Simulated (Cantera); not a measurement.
Hydrocarbon pyrolysis for carbon deposition

An isothermal, constant-pressure homogeneous reactor starts with 0.617 % C2H6, 98.8 % N2, 0.587 % H2O, at 1998 K and 1.43 Torr.

Detailed kinetics in Cantera: GRI-Mech 3.0 (53 species, 325 reactions). GRI-Mech 3.0 stops at C3 and has no aromatics, soot or wall deposition, so with more carbon than oxygen in the feed, carbon stays in small species such as C2H2 where larger ones or solid carbon would form. Radical loss at walls, strong at low pressure, is not modelled.

```csv
t (s),x C2H6,x C2H,x HCN,x CH2,x CH3,x CH4
2.00e-5,0.00592,<1e-12,<1e-12,2.13e-9,0.000502,1.02e-7
6.91e-5,0.00534,<1e-12,3.97e-12,9.23e-8,0.00164,1.19e-6
0.000239,0.00374,<1e-12,2.02e-10,3.15e-6,0.00474,1.28e-5
0.000825,0.00104,5.29e-9,2.41e-7,5.60e-5,0.00889,0.000104
0.00285,6.23e-6,5.45e-6,2.62e-5,0.000115,0.00586,0.000401
0.00985,7.12e-8,1.03e-5,0.000100,5.11e-5,0.00133,0.000549
0.0340,5.11e-9,6.20e-6,0.000157,1.59e-5,0.000333,0.000323
0.118,7.85e-10,4.01e-6,0.000197,5.58e-6,0.000125,0.000169
0.406,2.23e-10,3.00e-6,0.000234,2.66e-6,6.48e-5,0.000109
1.40,1.50e-10,2.54e-6,0.000297,1.97e-6,5.22e-5,9.72e-5
4.85,1.02e-10,2.17e-6,0.000468,1.54e-6,4.19e-5,7.89e-5
16.8,2.66e-11,1.77e-6,0.000874,8.32e-7,2.09e-5,3.52e-5
57.9,<1e-12,2.44e-6,0.00127,5.86e-8,8.73e-7,8.54e-7
200,<1e-12,6.34e-6,0.00128,2.52e-9,1.44e-8,5.42e-9
```
x: mole fraction; the columns are a selection and need not sum to one.

Equilibrium at this temperature and pressure: C2H6 <1e-12, C2H 4.24e-7, HCN 0.00615, CH2 1.26e-9, CH3 3.56e-9, CH4 6.58e-10 (gas phase only).
